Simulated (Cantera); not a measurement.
Gas mixture: O₂ = 0.78 (molar parts), at 10.00 Torr, frozen composition.

Cantera's kinetic-theory transport with the Lennard-Jones parameters of GRI-Mech 3.0, ideal gas; thermal conductivity in the multicomponent form.

D: mixture-averaged diffusion coefficient of that species in the mixture.

| T (K) | ρ (kg/m³) | cp (J/kg/K) | μ (µPa s) | λ (mW/m/K) | Pr | D (cm²/s) O | D (cm²/s) NH₃ | D (cm²/s) N₂ |
|---|---|---|---|---|---|---|---|---|
| 400 | 0.0128 | 941.4 | 25.6 | 33.9 | 0.712 | 41.3 | 29.3 | 26.3 |
| 600 | 0.00855 | 1003 | 34.1 | 48.1 | 0.710 | 82.4 | 61.8 | 52.5 |
| 800 | 0.00641 | 1055 | … | … | 0.710 | … | … | … |
| 1000 | 0.00513 | 1090 | 47.9 | 73.7 | 0.709 | 194 | 152 | 124 |
| 1200 | 0.00428 | 1114 | 54.0 | 84.9 | 0.708 | 262 | 207 | 168 |
| 1400 | 0.00366 | 1134 | … | … | 0.708 | … | … | … |
| 1600 | 0.00321 | 1151 | 65.1 | 106 | 0.708 | 423 | 338 | 271 |
| 1800 | 0.00285 | 1167 | 70.2 | 116 | 0.707 | 514 | 412 | 329 |

**Question.** What belongs in the gaps?

**Answer.** 
- 800, μ (µPa s): 41.4
- 800, λ (mW/m/K): 61.5
- 800, D (cm²/s) O: 134
- 800, D (cm²/s) NH₃: 103
- 800, D (cm²/s) N₂: 85.3
- 1400, μ (µPa s): 59.7
- 1400, λ (mW/m/K): 95.6
- 1400, D (cm²/s) O: 339
- 1400, D (cm²/s) NH₃: 270
- 1400, D (cm²/s) N₂: 217
